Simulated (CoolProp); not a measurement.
Vapour-liquid equilibrium of carbon dioxide (1) + n-butane (2) at 8.65 °C; x and y are mole fractions of (1).

Computed with CoolProp (multi-fluid Helmholtz-energy mixture model, Span 1996 and Bücker 2006; pair parameters Kunz 2012).

Problem. Give the bubble pressure and the first vapour's composition at x = 0.15, 0.35, 0.45. Is there an azeotrope?

Solution. x = 0.15: 1.065 MPa, y = 0.857; x = 0.35: 2.052 MPa, y = 0.922; x = 0.45: 2.406 MPa, y = 0.933. No azeotrope shows between x = 0.05 and 0.95.

Pair parameters are fitted to limited data, so mixtures are less certain than the pure fluids. The gap from Raoult's law changes sign with composition, which may be real or a fault of the pair parameters; it wasn't checked against measurements.
